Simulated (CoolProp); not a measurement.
Saturated liquid density (kg/m³) of fluorine: the reference equation beside estimates from Tc = 144.4 K, pc = 5.240 MPa, ω = 0.045. Rackett uses Z = 0.29056 − 0.08775 ω.

Values from CoolProp's reference Helmholtz-energy equation of state, de Reuck 1990.

| T (K) | reference | Rackett | van der Waals | Redlich-Kwong | Peng-Robinson |
|---|---|---|---|---|---|
| 111.9 | 1288 | 1308 | 879.6 | 1253 | 1420 |
| 115.2 | 1256 | 1277 | 856.9 | 1212 | 1375 |
| 118.4 | 1224 | 1244 | 833.5 | 1170 | 1328 |
| 121.6 | 1190 | 1210 | 808.5 | 1124 | 1278 |
| 124.9 | 1152 | 1171 | 780.7 | 1074 | 1221 |
| 128.1 | 1111 | 1131 | 751.3 | 1022 | 1160 |
| 131.4 | 1064 | 1084 | 717.8 | 961.9 | 1091 |
| 134.6 | 1011 | 1033 | 680.9 | 896.6 | 1015 |
| 137.8 | 946.4 | 970.9 | 637.4 | 820.5 | 924.4 |
| 141.1 | 855.7 | 884.9 | 579.4 | 721.0 | 805.8 |

Absolute difference from the reference over all 10 rows, mean and median: Rackett 2.0 and 1.7 %, van der Waals 32.2 and 32.3 %, Redlich-Kwong 8.1 and 7.4 %, Peng-Robinson 5.7 and 5.9 %.
